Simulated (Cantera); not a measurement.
Cantera run:

```python
import numpy as np
import cantera as ct

gas_names = """
    AL ALCL ALCL2 ALCL3 ALH ALN ALO ALOCL ALOH ALO2 ALO2H AL2 AL2CL6 AL2O AL2O2 CL CLO CL2 H HALO HCL
    HNO HNO2 HNO3 HOCL HO2 H2 H2O H2O2 N NH NH2 NH3 NH2OH NO NO2 NO3 N2 N2H2 N2H4 N2O O OH O2 O3
""".split()
cond_names = """
    AL(cr) AL(L) ALCL3(s) ALCL3(L) ALN(s) AL2O3(a) AL2O3(L) H2O(s) H2O(L) NH4CL(a) NH4CL(b)
""".split()


def load(file, names, dense=False):
    # The tables refer to 1 bar. Condensed volumes are neglected.
    table = {s.name: s for s in ct.Species.list_from_file(file)}
    out = []
    for n in names:
        d = dict(table[n].input_data)
        d["thermo"] = dict(d["thermo"], **{"reference-pressure": 1e5})
        if dense:
            d["equation-of-state"] = {"model": "constant-volume", "density": "1e6 g/cm^3"}
        out.append(ct.Species.from_dict(d))
    return out


gas = ct.Solution(thermo="ideal-gas", species=load("nasa_gas.yaml", gas_names))
cond = {s.name: ct.Solution(thermo="fixed-stoichiometry", species=[s], name=s.name)
        for s in load("nasa_condensed.yaml", cond_names, dense=True)}
atoms = {
    'AlCl3': {'AL': 1, 'CL': 3},
    'H2O': {'H': 2, 'O': 1},
    'N2': {'N': 2},
}
top_T = {'ALN(s)': 2750}  # K; cautious upper limits of use, not melting points


def equilibrate(T, P, feed):
    n = {}
    for name, mol in feed.items():
        for a, k in atoms[name].items():
            n[a] = n.get(a, 0.0) + k * mol
    gas.TPX = T, P, n
    mass = sum(n.values()) * gas.mean_molecular_weight
    gas.equilibrate("TP")
    valid = [c for c in cond.values() if c.min_temp <= T <= top_T.get(c.name, c.max_temp)]
    mix = ct.Mixture([(gas, mass / gas.mean_molecular_weight)] + [(c, 0.0) for c in valid])
    mix.T, mix.P = T, P
    mix.equilibrate("TP", solver="vcs", rtol=1e-11, max_steps=5000)
    return mix


results = []
T = 623.15  # K
P = 1200  # Pa
for m in [23, 34, 52, 79, 120, 180, 270, 410, 620, 940]:
    feed = {'AlCl3': 1, 'H2O': 2.8, 'N2': m}  # mol
    mix = equilibrate(T, P, feed)
    results.append((T, P, feed, dict(zip(mix.species_names, mix.species_moles))))

top = {s: max(r[3][s] / sum(r[3][g] for g in gas_names) for r in results) for s in gas_names}
cols = sorted((s for s in top if top[s] > 1e-06), key=lambda s: -top[s])[:5]
seen = [c for c in cond_names if any(r[3].get(c, 0) > 1e-12 for r in results)]
print("log10 of partial pressures in bar; condensed amounts in mol")
print(f"{'n(N2)':>10s}" + "".join(f"{s[:9]:>10s}" for s in cols + seen))
for T, P, feed, n in results:
    ng = sum(n[g] for g in gas_names)
    print(f"{feed['N2']:10.4g}" + "".join(f"{np.log10(max(n[s] / ng * P / 1e5, 1e-99)):10.3f}" for s in cols)
          + "".join(f"{n.get(c, 0):10.4g}" for c in seen))
```

It prints:

```
log10 of partial pressures in bar; condensed amounts in mol
     n(N2)        N2       HCL       H2O  AL2O3(a)
        23    -1.995    -2.880    -3.243       0.5
        34    -1.973    -3.027    -3.390       0.5
        52    -1.955    -3.194    -3.557       0.5
        79    -1.944    -3.364    -3.728       0.5
       120    -1.936    -3.538    -3.901       0.5
       180    -1.931    -3.709    -4.072       0.5
       270    -1.928    -3.882    -4.245       0.5
       410    -1.925    -4.061    -4.424       0.5
       620    -1.924    -4.239    -4.602       0.5
       940    -1.923    -4.419    -4.782       0.5
```

Equilibrium computed with Cantera from the NASA thermochemical tables; the gas is ideal and each condensed phase is pure. Condensed phases not in the tables: AlOCl.
